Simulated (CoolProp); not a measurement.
Saturated liquid density (kg/m³) of R1233zd(E): the reference equation beside estimates from Tc = 165.7 °C, pc = 35.83 bar, ω = 0.304.

Values from CoolProp's reference Helmholtz-energy equation of state, Akasaka 2022.

```tsv
T (°C)	reference	van der Waals	Redlich-Kwong	Soave-Redlich-Kwong	Peng-Robinson
69.65	1146	675.1	959.6	1015	1151
74.05	1133	667.4	945.7	1001	1136
78.45	1120	659.4	931.5	986.8	1120
82.95	1106	651.1	916.5	971.6	1103
87.35	1092	642.8	901.4	956.2	1085
91.75	…	634.1	885.9	940.3	1067
96.15	1063	625.2	869.8	923.7	1049
100.55	1048	616.1	853.3	906.5	1029
104.95	1032	606.5	836.1	888.6	1008
109.45	1015	…	818.0	869.4	986.4
113.85	998.0	586.1	799.5	849.8	963.8
118.25	980.1	575.4	780.2	829.2	940.0
122.65	961.2	564.1	…	807.5	…
127.05	…	552.2	739.0	784.5	888.1
```

Q: Some entries are withheld; supply them.

A: 
- 91.75, reference: 1078
- 109.45, van der Waals: 596.4
- 122.65, Redlich-Kwong: 760.1
- 122.65, Peng-Robinson: 914.8
- 127.05, reference: 941.2

Absolute difference from the reference over all 14 rows, mean and median: van der Waals 41.2 and 41.2 %, Redlich-Kwong 18.6 and 18.4 %, Soave-Redlich-Kwong 13.6 and 13.3 %, Peng-Robinson 2.1 and 1.6 %.
